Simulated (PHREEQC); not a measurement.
A PHREEQC speciation (ion-association model, wateq4f.dat) at 20 °C gives pH 2.81 and these molalities:

| species | mol/kgw |
|---|---|
| SO4-2 | 0.0125 |
| Mn+2 | 0.0121 |
| MnSO4 | 0.00541 |
| H+ | 0.00183 |
| HSO4- | 0.000966 |

**Question.** What are the element totals, and what could have been dissolved in 1 kg of water to give them?

**Answer.** This is not unique; one that fits is totals Mn(2) 0.0175, S(6) 0.0189 mol/kgw, from 1.4 mmol/kgw H2SO4 and 17.5 mmol/kgw MnSO4.

Precipitation was switched off in this run.
